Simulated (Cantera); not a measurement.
An adiabatic, constant-volume homogeneous reactor starts with CO : H₂ : CH₄ : O₂ : N₂ : H₂O = 1 : 0.088 : 0.78 : 1.91 : 7.19 : 0.034 (molar parts), equivalence ratio 1.1, at 1250 K and 7500 Torr.

Detailed kinetics in Cantera: GRI-Mech 3.0 (53 species, 325 reactions). Above 3000 K some thermodynamic fits are extrapolated.

One state of this run: T (K) = 3038; P (bar) = 24.3; x CO = 0.0668; x H₂ = 0.0123; x CH₄ = <1e-12; x CH₂ = <1e-12; x CH₃ = 1.40e-12; x NO₂ = 7.37e-6. x: mole fraction; the columns are a selection and need not sum to one.

### Question
Which value of t (s) does it belong to?
(A) 1.96e-5
(B) 0.000385
(C) 2.70e-6
(D) 0.0204

### Answer
D, 0.0204
